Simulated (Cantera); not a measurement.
Charge: 1 mol V, 0.034 mol H2O, held at 2023 K and 0.0263 Torr.

These are equilibrium values from Cantera (NASA tables, ideal gas, pure condensed phases), not measurements of a reactor. Candidate condensed phases: H2O, V, VO, V2O3, V2O4, V2O5; 12 gas species. Mutual solubility and eutectic melting of coexisting phases are not modelled. VO: taken at fixed stoichiometry. Condensed phases not in the tables: N, O or C dissolved in the metal. Equilibrium is a limit: real reactors are often held back by kinetics, nucleation or transport.

Base state: H2 0.578, H 0.244, V 0.0929, VO 0.0789, VO2 0.00638, H2O 0.000217 (mole fractions); condensed: V(s) + VO(s).

Q: What changes in the equilibrium state with this change: pressure from 0.0263 Torr to 0.203 Torr?

A: 
| species | before | after |
|---|---|---|
| H2 | 0.578 | 0.869 |
| H | 0.244 | 0.108 |
| V | 0.0929 | 0.0120 |
| VO | 0.0789 | 0.0102 |
| VO2 | 0.00638 | 0.000828 |
| H2O | 0.000217 | 0.000326 |
| V(s), mol | 0.962 | 0.966 |
| VO(s), mol | 0.0295 | 0.0336 |

Q: What changes in the equilibrium state with this change: temperature from 2023 K to 1523 K?

A: 
```tsv
species	before	after
H2	0.578	0.996
H	0.244	0.00390
H2O	0.000217	1.56e-5
V	0.0929	4.70e-6
VO	0.0789	2.89e-6
VO2	0.00638	7.92e-8
V(s), mol	0.962	0.966
VO(s), mol	0.0295	0.0340
```
